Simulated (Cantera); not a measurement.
A closed system holds: 1 mol HgO, 0.097 mol H2, 0.11 mol N2, equilibrated at 46.0 mbar.

Equilibrium computed with Cantera from the NASA thermochemical tables; the gas is ideal and each condensed phase is pure. Candidate condensed phases: H2O, Hg, HgO; 25 gas species. The numbers say what is thermodynamically allowed, not how fast it happens.

Which condensed phases are stable at each of these points (T (K)): 525, 625, 725, 825, 925, 1025, 1125, 1225?


```
T (K)  condensed phases  Hg condensed (%)
-----  ----------------  ----------------
525              HgO(s)              90.3
625            gas only               0.0
725            gas only               0.0
825            gas only               0.0
925            gas only               0.0
1025           gas only               0.0
1125           gas only               0.0
1225           gas only               0.0
```

At 525 K the condensed part is HgO(s). From 625 K to 1225 K nothing is condensed.
